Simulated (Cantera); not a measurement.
Charge: 1 mol Mg(OH)2, 0.21 mol CO2, 1 mol H2O, equilibrated at 3.80 bar.

Method: chemical equilibrium by Gibbs-energy minimisation in Cantera with the NASA 1993 tables (ideal gas, pure condensed phases). Candidate condensed phases: C, C6H6, C7H8, C8H18, H2O, Mg, MgCO3, MgO, Mg(OH)2; 116 gas species. Kinetics and transport are ignored.

log p: log10 of the partial pressure in bar; n: condensed amount in mol.

```tsv
T (K)	log p H2O	log p CO2	log p H2	log p O2	log p CO	log p OH	log p H	n MgO(s)
1098	0.54	-0.44	-5.49	-5.76	-6.46	-6.68	-10.35	1.00
1248	0.54	-0.44	-4.54	-4.80	-5.33	-5.51	-8.60	1.00
1398	0.54	-0.44	-3.80	-4.04	-4.44	-4.59	-7.23	1.00
1548	0.54	-0.44	?	?	?	?	?	1.000
1698	0.54	-0.44	?	?	?	?	?	1.000
1848	0.54	-0.45	-2.29	-2.50	-2.67	-2.73	-4.42	1.000
1998	0.53	-0.45	-1.94	-2.14	-2.26	-2.29	-3.77	1.000
```

Task: Complete the blanks.

Result: 
- 1698, log p H2: -2.71
- 1698, log p O2: -2.93
- 1698, log p CO: -3.15
- 1698, log p OH: -3.24
- 1698, log p H: -5.19
- 1548, log p H2: -3.20
- 1548, log p O2: -3.43
- 1548, log p CO: -3.74
- 1548, log p OH: -3.85
- 1548, log p H: -6.11
